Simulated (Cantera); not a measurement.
Input: 1 mol MgF2, 0.11 mol H2O, 37 mol N2, held at 38.0 Pa.

These are equilibrium values from Cantera (NASA tables, ideal gas, pure condensed phases), not measurements of a reactor. Candidate condensed phases: H2O, Mg, MgF2, MgO, Mg(OH)2; 50 gas species. Kinetics and transport are ignored.

log p: log10 of the partial pressure in bar; n: condensed amount in mol.

| T (K) | log p N2 | log p MgF2 | log p HF | log p MgF | log p Mg | log p O | n MgO(s) |
|---|---|---|---|---|---|---|---|
| 1800 | -3.43 | -5.06 | -5.66 | -6.64 | -6.91 | -7.48 | 0.0854 |
| 1850 | -3.43 | -5.06 | -5.67 | (withheld) | (withheld) | (withheld) | (withheld) |
| 1900 | -3.44 | -5.07 | -5.67 | -6.19 | -6.14 | (withheld) | (withheld) |
| 1950 | -3.44 | -5.07 | -5.67 | -6.15 | -6.14 | -6.59 | 0 |
| 2000 | -3.44 | -5.07 | -5.67 | -6.12 | -6.14 | -6.46 | 0 |
| 2050 | -3.44 | -5.08 | -5.67 | -6.09 | -6.14 | -6.34 | 0 |
| 2100 | -3.44 | -5.08 | -5.67 | -6.05 | -6.12 | -6.25 | 0 |
| 2150 | -3.44 | -5.09 | -5.67 | -6.01 | -6.08 | -6.17 | 0 |

**Question.** Fill in the missing entries.

**Answer.** 
- 1850, log p MgF: -6.41
- 1850, log p Mg: -6.51
- 1850, log p O: -7.10
- 1850, n MgO(s): 0.0579
- 1900, log p O: -6.75
- 1900, n MgO(s): 0.00116
